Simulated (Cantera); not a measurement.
Cantera run:

```python
import numpy as np
import cantera as ct

gas_names = """
    CL CL2 H HCL H2 Si SiCL SiCL2 SiCL3 SiCL4 SiH SiHCL3 SiH2 SiH2CL2 SiH3 SiH3CL SiH4 Si2 Si3
""".split()
cond_names = """
    Si(cr) Si(L)
""".split()


# ... load() reads the species with a 1 bar reference pressure and builds the phases ...
atoms = {
    'SiCl4': {'Si': 1, 'CL': 4},
    'HCl': {'H': 1, 'CL': 1},
    'H2': {'H': 2},
}
top_T = {}  # K; cautious upper limits of use, not melting points


# ... equilibrate(T, P, feed) seeds the gas with the atoms and calls Mixture.equilibrate('TP', solver="vcs", rtol=1e-11, max_steps=5000) ...
results = []
T = 1348  # K
P = 101325  # Pa
for m in [0.79, 1, 1.4, 1.9, 2.5, 3.4, 4.5, 6, 8, 11, 14, 19]:
    feed = {'SiCl4': 1, 'HCl': 5.3, 'H2': m}  # mol
    mix = equilibrate(T, P, feed)
    results.append((T, P, feed, dict(zip(mix.species_names, mix.species_moles))))
    x = sorted(zip(gas.X, gas.species_names), reverse=True)
    print(f"T = {T:g} K  P = {P:g} Pa  n(H2) = {m:g} mol  gas = {mix.phase_moles(0):.4g} mol")
    print("   x: " + "  ".join(f"{s} {v:.3e}" for v, s in x if v > 1e-06))
    print("   condensed (mol): " + ("  ".join(f"{mix.phase(i).name} {mix.phase_moles(i):.4g}"
          for i in range(1, mix.n_phases) if mix.phase_moles(i) > 1e-12) or "none"))
```

Output:

```
T = 1348 K  P = 101325 Pa  n(H2) = 0.79 mol  gas = 7.096 mol
   x: HCL 7.498e-01  SiCL4 1.381e-01  H2 1.093e-01  SiCL3 1.620e-03  SiHCL3 1.142e-03  SiCL2 9.545e-05  CL 4.345e-06  SiH2CL2 1.376e-06
   condensed (mol): none
T = 1348 K  P = 101325 Pa  n(H2) = 1 mol  gas = 7.307 mol
   x: HCL 7.287e-01  H2 1.344e-01  SiCL4 1.335e-01  SiCL3 1.788e-03  SiHCL3 1.398e-03  SiCL2 1.203e-04  CL 3.808e-06  SiH2CL2 2.133e-06
   condensed (mol): none
T = 1348 K  P = 101325 Pa  n(H2) = 1.4 mol  gas = 7.709 mol
   x: HCL 6.917e-01  H2 1.786e-01  SiCL4 1.257e-01  SiCL3 2.043e-03  SiHCL3 1.841e-03  SiCL2 1.668e-04  SiH2CL2 3.930e-06  CL 3.136e-06
   condensed (mol): none
T = 1348 K  P = 101325 Pa  n(H2) = 1.9 mol  gas = 8.211 mol
   x: HCL 6.505e-01  H2 2.277e-01  SiCL4 1.169e-01  SiHCL3 2.324e-03  SiCL3 2.283e-03  SiCL2 2.238e-04  SiH2CL2 6.724e-06  CL 2.612e-06  H 1.097e-06
   condensed (mol): none
T = 1348 K  P = 101325 Pa  n(H2) = 2.5 mol  gas = 8.814 mol
   x: HCL 6.073e-01  H2 2.793e-01  SiCL4 1.078e-01  SiHCL3 2.815e-03  SiCL3 2.498e-03  SiCL2 2.905e-04  SiH2CL2 1.071e-05  CL 2.201e-06  H 1.215e-06
   condensed (mol): none
T = 1348 K  P = 101325 Pa  n(H2) = 3.4 mol  gas = 9.717 mol
   x: HCL 5.524e-01  H2 3.447e-01  SiCL4 9.637e-02  SiHCL3 3.414e-03  SiCL3 2.726e-03  SiCL2 3.873e-04  SiH2CL2 1.761e-05  CL 1.802e-06  H 1.349e-06
   condensed (mol): none
T = 1348 K  P = 101325 Pa  n(H2) = 4.5 mol  gas = 10.82 mol
   x: HCL 4.977e-01  H2 4.099e-01  SiCL4 8.500e-02  SiHCL3 3.973e-03  SiCL3 2.910e-03  SiCL2 5.003e-04  SiH2CL2 2.705e-05  CL 1.489e-06  H 1.472e-06
   condensed (mol): none
T = 1348 K  P = 101325 Pa  n(H2) = 6 mol  gas = 12.33 mol
   x: H2 4.800e-01  HCL 4.389e-01  SiCL4 7.285e-02  SiHCL3 4.522e-03  SiCL3 3.061e-03  SiCL2 6.457e-04  SiH2CL2 4.089e-05  H 1.592e-06  CL 1.214e-06
   condensed (mol): none
T = 1348 K  P = 101325 Pa  n(H2) = 8 mol  gas = 14.33 mol
   x: H2 5.506e-01  HCL 3.797e-01  SiCL4 6.072e-02  SiHCL3 4.998e-03  SiCL3 3.158e-03  SiCL2 8.250e-04  SiH2CL2 5.993e-05  H 1.705e-06
   condensed (mol): none
T = 1348 K  P = 101325 Pa  n(H2) = 11 mol  gas = 17.35 mol
   x: H2 6.259e-01  HCL 3.164e-01  SiCL4 4.792e-02  SiHCL3 5.381e-03  SiCL3 3.189e-03  SiCL2 1.066e-03  SiH2CL2 8.801e-05  H 1.818e-06
   condensed (mol): none
T = 1348 K  P = 101325 Pa  n(H2) = 14 mol  gas = 20.36 mol
   x: H2 6.791e-01  HCL 2.718e-01  SiCL4 3.904e-02  SiHCL3 5.537e-03  SiCL3 3.150e-03  SiCL2 1.277e-03  SiH2CL2 1.144e-04  H 1.894e-06
   condensed (mol): none
T = 1348 K  P = 101325 Pa  n(H2) = 19 mol  gas = 25.38 mol
   x: H2 7.397e-01  HCL 2.208e-01  SiCL4 2.912e-02  SiHCL3 5.537e-03  SiCL3 3.019e-03  SiCL2 1.571e-03  SiH2CL2 1.533e-04  H 1.977e-06  SiH3CL 1.207e-06
   condensed (mol): none
```

Cantera equilibrium calculation (NASA polynomials, part measured and part estimated; ideal gas, pure solids and liquids). The tables' values for SiCl3 are old estimates; treat these amounts as uncertain.
